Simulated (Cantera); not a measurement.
C2H6 + O2 + CO2 (carbon deposition, reforming and gasification)

A closed system holds: 1 mol C2H6, 0.062 mol O2, 0.079 mol CO2, held at 427 °C and 0.260 bar.

Cantera equilibrium calculation (NASA polynomials, part measured and part estimated; ideal gas, pure solids and liquids). Candidate condensed phases: C, C6H6, C7H8, C8H18, H2O; 110 gas species. The numbers say what is thermodynamically allowed, not how fast it happens.

```yaml
x(H2): 0.441
x(CH4): 0.431
x(H2O): 0.119
x(CO2): 0.00614
x(CO): 0.00242
x(C2H6): 1.83e-6
n(C(graphite)): 1.15 mol
gas_amount: 2.109 mol
```
